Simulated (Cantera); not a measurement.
Charge: 1 mol B, 7.6 mol H₂O, equilibrated at 1752 °C and 15.0 mbar.

These are equilibrium values from Cantera (NASA tables, ideal gas, pure condensed phases), not measurements of a reactor. Candidate condensed phases: B, B₂O₃, B₃O₃H₃, H₂O; 23 gas species. Kinetics and transport are ignored.

Base state: H₂O 0.687, H₂ 0.183, HBO₂ 0.118, H 0.00671, OH 0.00264, B₂O₃ 0.00219, BO₂ 0.000546, HBO 0.000189 (mole fractions); condensed: gas only.

What changes in the equilibrium state with this change: 0.12 mol NH₃ added?


| species | before | after |
|---|---|---|
| H₂O | 0.687 | 0.668 |
| H₂ | 0.183 | 0.198 |
| HBO₂ | 0.118 | 0.114 |
| N₂ | 0 | 0.00715 |
| NO | 0 | 1.63e-5 |
| O₂ | 0.000114 | 9.13e-5 |
| O | 7.06e-5 | 6.31e-5 |
Further candidate phases: BN.
